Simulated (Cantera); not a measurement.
A perfectly stirred reactor is fed with 1.26 % H2, 44.9 % O2, 53.9 % N2, at 260 Pa; it is held at 1223 K, and followed from long to short residence time.

Cantera simulation using the H2/O2 subset of GRI-Mech 3.0, which has no nitrogen chemistry; the numbers are that mechanism's predictions, not measurements. Radical loss at walls, strong at low pressure, is not modelled.

x: mole fraction; the columns are a selection and need not sum to one.

```tsv
τ (s)	x H2	x O2	x O	x H2O	x HO2	x H
9.0	7.04e-5	0.442	0.00411	0.0120	1.25e-7	0.000350
4.2	9.98e-5	0.441	0.00562	0.0118	1.42e-7	0.000562
1.9	?	0.440	?	0.0116	1.56e-7	?
0.88	0.000192	0.439	0.00819	0.0114	1.66e-7	0.00103
0.40	?	0.439	0.00877	0.0111	1.76e-7	?
0.19	0.000454	0.439	0.00885	0.0108	1.86e-7	0.00137
0.086	0.000808	0.439	0.00848	0.0103	2.00e-7	0.00152
0.039	0.00151	0.440	0.00766	0.00945	2.13e-7	0.00164
0.018	0.00280	0.441	0.00638	0.00807	2.23e-7	0.00163
0.0083	0.00514	0.443	0.00454	0.00589	2.21e-7	0.00132
```

Some entries are withheld; supply them.


- 1.9, x H2: 0.000139
- 1.9, x O: 0.00711
- 1.9, x H: 0.000810
- 0.40, x H2: 0.000286
- 0.40, x H: 0.00122
